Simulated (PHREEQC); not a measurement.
A solution holds 2 mmol/kgw PbCl2, 120 mmol/kgw NaCl and 10 mmol/kgw Cu(NO3)2, at 95 °C. Closed to the air; pH follows from the charge balance.

All values are PHREEQC results (ion-association model, wateq4f.dat), not measurements.

```
quantity                    before    after
------------------------  --------  -------
pH                            4.34     4.07
ionic strength (mol/kgw)     0.140   0.0418
CuCl+ (mol/kgw)            0.00586  0.00201
Cu+2 (mol/kgw)             0.00376  0.00787
CuCl2 (mol/kgw)           0.000328  1.66e-5
SI of Tenorite (CuO)         +0.26    +0.19
SI of Cu(OH)2 (Cu(OH)2)      -0.76    -0.82
```

Which change was made?
A. NaCl replaced by SrCl2 at the same molality
B. NaCl from 0.12 to 0.024 mol/kgw
C. PbCl2 left out
D. NaCl from 0.12 to 0.012 mol/kgw
E. NaCl left out

D, NaCl from 0.12 to 0.012 mol/kgw

This is a speciation only: nothing precipitates in the calculation. Some of these states are supersaturated (in Atacamite, Tenorite (slow to form), for instance). Away from 25 °C the constants follow the database's enthalpies or fits; those with neither stay at their 25 °C values.
